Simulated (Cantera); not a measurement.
Standard-state values (1 bar) from the NASA 1993 polynomials, evaluated with Cantera. Values are per mole of reaction as written; species without (g) are pure solids or liquids, kept so even where they would boil at 1 bar.

Q: Between 300 and 550 K, where is each reaction favourable under standard conditions?
- 2 NH3(g) + 4 CrO3(g) → 3 O3(g) + 3 H2O(g) + 2 Cr2N

A: 
- 2 NH3(g) + 4 CrO3(g) → 3 O3(g) + 3 H2O(g) + 2 Cr2N: ΔG° is 723 kJ at 300 K and 728 kJ at 550 K; it stays positive (K < 1). ΔH° is 724 kJ and ΔS° -8 J/K at 550 K.
